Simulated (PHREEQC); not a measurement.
Acid rinse or clean

Consider water at 5 °C with 0.1 mol HBr, 0.0051 mol CaCl2 and 0.63 mol MgCl2 per kg of water. Closed to the air; pH follows from the charge balance.

Computed with PHREEQC (acid-base model without metal-ligand complexes, phreeqc.dat).

* **pH**: 1.14
* **ionic strength**: 2.00 mol/kgw
* **activity of water**: 0.964
* **total alkalinity**: -100 meq/kg

```csv
species,molality,activity,log γ
Cl-,1.27,0.752,-0.228
Mg+2,0.630,0.256,-0.391
H+,0.100,0.0731,-0.136
Br-,0.100,0.0508,-0.294
Ca+2,0.00510,0.00155,-0.516
```

No solid was allowed to form. Ionic strength above about 0.7 mol/kgw puts this run outside the model's range. At this temperature some constants are extrapolated from 25 °C, and those without enthalpy data are left unchanged.
